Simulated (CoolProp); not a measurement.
o-xylene along the isobar 21 bar: fugacity coefficient from the reference equation and from simpler models built on Tc = 357.1 °C, pc = 37.37 bar, ω = 0.312; each cubic takes its own stable root.

Values from CoolProp's reference Helmholtz-energy equation of state, Zhou 2012.

```json
[
 {"T (°C)": "155.75", "phase": "liquid", "reference": "0.06597"},
 {"T (°C)": "164.95", "phase": "liquid", "reference": "0.08160"},
 {"T (°C)": "174.15", "phase": "liquid", "reference": "0.09978"},
 {"T (°C)": "183.35", "phase": "liquid", "reference": "0.1207"},
 {"T (°C)": "192.55", "phase": "liquid", "reference": "0.1445"},
 {"T (°C)": "201.75", "phase": "liquid", "reference": "0.1715"},
 {"T (°C)": "210.95", "phase": "liquid", "reference": "0.2016"},
 {"T (°C)": "220.15", "phase": "liquid", "reference": "0.2351"},
 {"T (°C)": "229.35", "phase": "liquid", "reference": "0.2719"},
 {"T (°C)": "238.55", "phase": "liquid", "reference": "0.3122"},
 {"T (°C)": "247.75", "phase": "liquid", "reference": "0.3559"},
 {"T (°C)": "256.95", "phase": "liquid", "reference": "0.4030"}
]
```

Task: How far does each simpler model (van der Waals, Soave-Redlich-Kwong) lie from the reference over these 12 states: mean and median of the absolute difference, and the worst?

Result: 
- van der Waals: mean 176.1 %, median 155.5 %, worst +350.4 % at 155.75 °C and 21 bar
- Soave-Redlich-Kwong: mean 3.6 %, median 3.7 %, worst +4.6 % at 256.95 °C and 21 bar
